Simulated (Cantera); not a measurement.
Feed: 1 mol Si2Cl6, 0.79 mol HCl, 300 mol H2, at 1673.15 K and 37000 Pa.

Equilibrium computed with Cantera from the NASA thermochemical tables; the gas is ideal and each condensed phase is pure. Candidate condensed phases: Si; 19 gas species. The feed counts by its element totals alone. The tables' values for SiCl3 are old estimates; treat these amounts as uncertain. Gases not in the tables: Si2H6 and higher silanes. Rates play no part.

Base state: H2 0.979, HCl 0.0195, SiCl2 0.00140, H 0.000186, SiCl3 1.54e-5, SiH2 1.08e-5 (mole fractions); condensed: Si(s).

Task: What changes in the equilibrium state with this change: pressure from 37000 Pa to 240 Pa?

Result: 
| species | before | after |
|---|---|---|
| H2 | 0.979 | 0.977 |
| HCl | 0.0195 | 0.0195 |
| H | 0.000186 | 0.00230 |
| Si | 1.13e-6 | 0.000175 |
| SiCl2 | 0.00140 | 0.00140 |
| SiCl3 | 1.54e-5 | 1.24e-6 |
| SiCl | 2.64e-6 | 3.27e-5 |
| Si(s), mol | 1.56 | 1.50 |
The tables' values for SiCl are old estimates; treat these amounts as uncertain.

Task: What changes in the equilibrium state with this change: H2 from 300 to 11 mol?

Result: 
```
species      before     after
----------  -------  --------
H2            0.979     0.694
HCl          0.0195     0.169
SiCl2       0.00140     0.118
SiCl3       1.54e-5    0.0134
SiCl4       3.55e-7   0.00317
SiHCl3      3.20e-6   0.00234
SiH2Cl2     4.98e-6  0.000297
Si(s), mol     1.56         0
```
The tables' values for SiCl3, SiCl are old estimates; treat these amounts as uncertain.
